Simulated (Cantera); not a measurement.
What does this Cantera script print?

```python
import numpy as np
import cantera as ct

gas = ct.Solution("gri30.yaml", transport_model="mixture-averaged")
show = ['O', 'OH', 'CO2']

rows = []
print(f"{'T/K':>7s}{'rho':>11s}{'cp':>10s}{'mu':>11s}{'lambda':>11s}{'Pr':>7s}" + "".join(f"{'D_' + s:>11s}" for s in show))
for T in [400, 600, 800, 1000, 1200, 1400, 1600, 1800]:
    gas.TPX = T, 24000, {'N2O': 0.57, 'NO': 0.4, 'H2O': 0.19}
    Pr = gas.cp_mass * gas.viscosity / gas.thermal_conductivity
    D = [gas.mix_diff_coeffs_mole[gas.species_index(s)] for s in show]
    rows.append([gas.density, gas.cp_mass, gas.viscosity, gas.thermal_conductivity, Pr, *D])
    print(f"{T:7g}{gas.density:11.4e}{gas.cp_mass:10.1f}{gas.viscosity:11.4e}"
          f"{gas.thermal_conductivity:11.4e}{Pr:7.3f}" + "".join(f"{d:11.4e}" for d in D))
print("SI units: kg/m3, J/kg/K, Pa s, W/m/K, m2/s")
```

Output:

```
    T/K        rho        cp         mu     lambda     Pr        D_O       D_OH      D_CO2
    400 2.5203e-01    1057.4 1.9925e-05 2.9426e-02  0.716 2.0323e-04 1.9907e-04 9.4837e-05
    600 1.6802e-01    1160.7 2.7781e-05 4.5025e-02  0.716 4.1111e-04 4.0270e-04 1.9914e-04
    800 1.2601e-01    1243.2 3.4632e-05 6.0175e-02  0.715 6.7087e-04 6.5713e-04 3.3135e-04
   1000 1.0081e-01    1306.2 4.0803e-05 7.4702e-02  0.713 9.7702e-04 9.5701e-04 4.8804e-04
   1200 8.4010e-02    1350.7 4.6480e-05 8.8580e-02  0.709 1.3259e-03 1.2987e-03 6.6698e-04
   1400 7.2008e-02    1388.3 5.1778e-05 1.0183e-01  0.706 1.7148e-03 1.6796e-03 8.6655e-04
   1600 6.3007e-02    1419.7 5.6774e-05 1.1451e-01  0.704 2.1415e-03 2.0977e-03 1.0856e-03
   1800 5.6006e-02    1445.7 6.1524e-05 1.2666e-01  0.702 2.6045e-03 2.5512e-03 1.3231e-03
SI units: kg/m3, J/kg/K, Pa s, W/m/K, m2/s
```

Computed with Cantera and GRI-Mech 3.0 (53 species, 325 reactions). Polar gases are described roughly by these parameters. The composition is frozen, though it would react at the higher temperatures.
